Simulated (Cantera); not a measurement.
Charge: 1 mol CH₃OH, 13 mol H₂, held at 2173 K and 1 atm.

Cantera equilibrium calculation (NASA polynomials, part measured and part estimated; ideal gas, pure solids and liquids). Candidate condensed phases: C, C₆H₆, C₇H₈, C₈H₁₈, H₂O; 110 gas species. Kinetics and transport are ignored.

Base state: H₂ 0.933, CO 0.0623, H 0.00463, H₂O 4.65e-5, CH₄ 1.94e-5, C₂H₂ (acetylene) 1.29e-5 (mole fractions); condensed: gas only.

Q: What changes in the equilibrium state with this change: temperature from 2173 K to 2450 K?

A: 
```
species            before    after
----------------  -------  -------
H₂                  0.933    0.919
CO                 0.0623   0.0619
H                 0.00463   0.0191
CH₄               1.94e-5  5.96e-6
H₂O               4.65e-5  3.72e-5
C₂H₂ (acetylene)  1.29e-5  1.47e-5
```

Q: What changes in the equilibrium state with this change: temperature from 2173 K to 573.15 K?

A: 
| species | before | after |
|---|---|---|
| H₂ | 0.933 | 0.857 |
| CH₄ | 1.94e-5 | 0.0714 |
| H₂O | 4.65e-5 | 0.0714 |
| CO | 0.0623 | <1e-9 |
| H | 0.00463 | <1e-9 |
| C₂H₂ (acetylene) | 1.29e-5 | <1e-9 |
